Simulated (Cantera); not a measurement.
Feed: 1 mol borazine, 0.26 mol H₂O, 180 mol H₂, at 1650 K and 55.0 mbar.

Equilibrium computed with Cantera from the NASA thermochemical tables; the gas is ideal and each condensed phase is pure. Candidate condensed phases: B, BN, B₂O₃, B₃O₃H₃, H₂O; 39 gas species. The feed counts by its element totals alone. The numbers say what is thermodynamically allowed, not how fast it happens.

Problem. What is the equilibrium state?

Solution. 
```
Item                                     Result
------------------------------------  ---------
x(H₂)                                     0.998
x(HBO)                                  0.00135
x(N₂)                                  0.000697
x(H)                                   0.000387
x(HBO₂)                                 1.27e-5
x(H₂O)                                  1.19e-5
x(BO)                                   1.11e-5
x(B₂O₂)                                 9.38e-6
x(BH₂)                                  2.96e-6
n(BN(s))                               2.74 mol
gas amount                            183.6 mol
log10 activity of B(s) (absent)           -1.13
log10 activity of B₃O₃H₃(s) (absent)     -13.10
```
